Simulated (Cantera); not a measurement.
# Low-pressure radical oxidation in H2/O2

An isothermal, constant-pressure homogeneous reactor starts with 2.60 % H₂, 27.1 % O₂, 70.3 % N₂, at 1275 K and 3.83 Torr.

Cantera simulation using GRI-Mech 3.0 (53 species, 325 reactions); the numbers are that mechanism's predictions, not measurements. Radical loss at walls, strong at low pressure, is not modelled.

```csv
t (s),x H₂,x O₂,x NO₂,x HO₂,x H,x H₂O₂,x O
6.00e-5,0.0260,0.271,<1e-12,5.63e-10,5.13e-10,<1e-12,5.31e-11
0.000155,0.0260,0.271,<1e-12,1.45e-9,1.19e-9,<1e-12,3.16e-10
0.000399,0.0260,0.271,<1e-12,3.74e-9,2.75e-9,1.10e-12,1.73e-9
0.00103,0.0260,0.271,<1e-12,9.63e-9,9.04e-9,7.19e-12,1.02e-8
0.00265,0.0260,0.271,<1e-12,2.49e-8,1.01e-7,4.58e-11,1.41e-7
0.00682,0.0258,0.270,<1e-12,1.06e-7,3.66e-5,3.17e-10,5.21e-5
0.0176,0.000865,0.251,<1e-12,3.43e-7,0.00574,1.39e-8,0.0152
0.0453,0.000665,0.251,<1e-12,3.31e-7,0.00523,1.17e-8,0.0154
0.117,0.000626,0.252,1.54e-12,3.28e-7,0.00471,1.19e-8,0.0143
0.301,0.000536,0.253,3.86e-12,3.18e-7,0.00362,1.20e-8,0.0120
0.776,0.000364,0.256,8.60e-12,2.90e-7,0.00193,1.19e-8,0.00777
2.00,0.000156,0.259,1.91e-11,2.20e-7,0.000516,1.02e-8,0.00320
```
x: mole fraction; the columns are a selection and need not sum to one.

Equilibrium at this temperature and pressure: H₂ 4.01e-8, O₂ 0.261, NO₂ 3.41e-7, HO₂ 4.74e-9, H 2.08e-9, H₂O₂ 4.33e-11, O 8.04e-7 (gas phase only).
